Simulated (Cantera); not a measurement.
**Diamond growth**

A diamond (100) surface in a fixed gas of H2 with x(CH4) = 0.0032, x(H) = 0.0024, at 925 K, 0.0642 atm; coverages are run to steady state.

Computed with Cantera and the Harris–Goodwin 1993 mechanism for the reconstructed diamond (100) surface.

```csv
x(CH3),growth (µm/h),θ c6HH,θ c6H*,θ c6*H,θ c6**,θ c6HM
1e-06,0.0233,0.668,0.0122,0.314,0.00539,0.000311
2.4e-06,0.0559,0.667,0.0122,0.314,0.00539,0.000745
5.7e-06,0.133,0.667,0.0122,0.314,0.00538,0.00177
1.3e-05,0.302,0.665,0.0122,0.313,0.00536,0.00402
3.2e-05,0.736,0.660,0.0121,0.310,0.00531,0.00981
7.6e-05,1.72,0.649,0.0119,0.305,0.00520,0.0229
0.00018,3.90,0.624,0.0114,0.293,0.00494,0.0519
0.00043,8.46,0.573,0.0105,0.269,0.00442,0.113
0.001,16.3,0.485,0.00881,0.226,0.00352,0.217
```
θ: site fractions in the mechanism's names (c6HH fully hydrogenated, c6H* and c6*H radical sites, c6** diradical, c6HM methylated).
